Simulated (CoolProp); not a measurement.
A simple Rankine cycle with R1336mzz(E): condensing at 306.15 K, boiler at 0.928 MPa, turbine inlet 392.2 K, turbine efficiency 0.85, pump efficiency 0.6, no recuperator. Each further row changes one setting.

Values from CoolProp's reference Helmholtz-energy equation of state, Akasaka 2023.

```json
[
 {"case": "as stated", "thermal efficiency (%)": "8.7", "net work (kJ/kg)": "18.1", "heat in (kJ/kg)": "208", "turbine exit temperature (K)": "362.3", "volume ratio over the turbine": "3.76"},
 {"case": "condensing temperature 298.15 K", "thermal efficiency (%)": "10.1", "net work (kJ/kg)": "22.0", "heat in (kJ/kg)": "218", "turbine exit temperature (K)": "356.9", "volume ratio over the turbine": "4.91"},
 {"case": "boiler pressure 0.65 MPa", "thermal efficiency (%)": "6.5", "net work (kJ/kg)": "13.8", "heat in (kJ/kg)": "212", "turbine exit temperature (K)": "371.4", "volume ratio over the turbine": "2.57"},
 {"case": "turbine efficiency 0.75", "thermal efficiency (%)": "7.6", "net work (kJ/kg)": "15.9", "heat in (kJ/kg)": "208", "turbine exit temperature (K)": "364.7", "volume ratio over the turbine": "3.79"}
]
```
